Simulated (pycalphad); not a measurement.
All values are pycalphad results on the COST 507 light-alloy database (1999) (1 atm), not direct measurements. These are 1990s assessments: newer ones move some temperatures and phases. Phase fractions are per mole of atoms.

Q: Give the equilibrium state of Si-87.52Sn (wt.%) at 1450 K.

A: liquid, fraction 0.700, with 97.2 Sn wt.%; diamond (Si), fraction 0.300, with <0.01 Sn wt.%.

Q: Give the equilibrium state of Si-87.52Sn (wt.%) at 500 K.

A: 
```
T = 500.00 K, P = 101325 Pa, N = 1 mol of atoms
G = -20952 J/mol, H = 5298 J/mol, S = 52.50 J/(mol K)  (SER reference)
chemical potentials (J/mol): Si -10615, Sn -27180
phase             fraction      x(Si)      x(Sn)
BCT_A5              0.6240       none     1.0000
DIAMOND_A4          0.3760     1.0000   1.89e-07
```

DIAMOND_A4 is diamond (Si); BCT_A5 is bct (Sn). An entry "none" or "no" means that the model of the phase leaves that element out.
